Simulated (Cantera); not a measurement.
Input: 1 mol SiCl4, 5.2 mol N2, at 1323 K and 1.28 Torr.

These are equilibrium values from Cantera (NASA tables, ideal gas, pure condensed phases), not measurements of a reactor. Candidate condensed phases: Si, Si3N4; 13 gas species. The tables' values for SiCl3 are old estimates; treat these amounts as uncertain. Equilibrium is a limit: real reactors are often held back by kinetics, nucleation or transport.

Base state: N2 0.837, SiCl4 0.159, Cl 0.00164, SiCl3 0.00152, SiCl2 7.95e-5, Cl2 1.99e-5 (mole fractions); condensed: gas only.

Q: What changes in the equilibrium state with this change: pressure from 1.28 Torr to 11.3 Torr?

A: 
```json
[
 {"species": "N2", "before": "0.837", "after": "0.838"},
 {"species": "SiCl4", "before": "0.159", "after": "0.161"},
 {"species": "SiCl3", "before": "0.00152", "after": "0.000542"},
 {"species": "Cl", "before": "0.00164", "after": "0.000526"},
 {"species": "SiCl2", "before": "7.95e-5", "after": "1.00e-5"},
 {"species": "Cl2", "before": "1.99e-5", "after": "1.80e-5"}
]
```
